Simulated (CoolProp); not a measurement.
The numbers come from the reference Helmholtz-energy equation of state, Lemmon 2005 in CoolProp.

Problem. For R125, give the phase and the density (kg/m³), cp (kJ/(kg K)), conductivity (mW/(m K)) at 89.75 °C and 1.51 MPa; 89.75 °C and 4.52 MPa; 89.75 °C and 9.05 MPa.

Solution. 
- 89.75 °C and 1.51 MPa: gas; density 68.4, cp 0.973, conductivity 19.8
- 89.75 °C and 4.52 MPa: supercritical; density 335, cp 1.88, conductivity 28.9
- 89.75 °C and 9.05 MPa: supercritical; density 903, cp 1.60, conductivity 47.0

Thermal conductivity comes from a separate model (Perkins 2006).
